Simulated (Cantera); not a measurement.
Cantera run:

```python
import numpy as np
import cantera as ct

gas_names = """
    B BN B2 N N2
""".split()
cond_names = """
    B(b) B(L) BN(s)
""".split()


# ... load() reads the species with a 1 bar reference pressure and builds the phases ...
atoms = {
    'B': {'B': 1},
    'N2': {'N': 2},
}
top_T = {'BN(s)': 3200}  # K; cautious upper limits of use, not melting points


# ... equilibrate(T, P, feed) seeds the gas with the atoms and calls Mixture.equilibrate('TP', solver="vcs", rtol=1e-11, max_steps=5000) ...
results = []
feed = {'B': 1, 'N2': 0.51}  # mol
T = 1273.15  # K
P = 43  # Pa
mix = equilibrate(T, P, feed)
results.append((T, P, feed, dict(zip(mix.species_names, mix.species_moles))))
x = sorted(zip(gas.X, gas.species_names), reverse=True)
print(f"T = {T:g} K  P = {P:g} Pa  gas = {mix.phase_moles(0):.4g} mol")
print("   x: " + "  ".join(f"{s} {v:.3e}" for v, s in x if v > 1e-05))
print("   condensed (mol): " + ("  ".join(f"{mix.phase(i).name} {mix.phase_moles(i):.4g}"
      for i in range(1, mix.n_phases) if mix.phase_moles(i) > 1e-12) or "none"))
```

It prints:

```
T = 1273.15 K  P = 43 Pa  gas = 0.01 mol
   x: N2 1.000e+00
   condensed (mol): BN(s) 1
```

These are equilibrium values from Cantera (NASA tables, ideal gas, pure condensed phases), not measurements of a reactor. N2 is the only nitrogen source here; it is nearly inert below about 1500 K, so the nitride shown seldom forms there in practice.
